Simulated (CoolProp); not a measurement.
The numbers come from the reference Helmholtz-energy equation of state, Thol 2019 in CoolProp.

Problem. For n-hexane, give the phase and the Z, Joule-Thomson coefficient (K/MPa), isothermal compressibility (1/MPa) at 474.7 K and 1360 kPa.

Solution. 
- 474.7 K and 1360 kPa: gas; Z 0.759, Joule-Thomson coefficient 14.4, isothermal compressibility 1.04
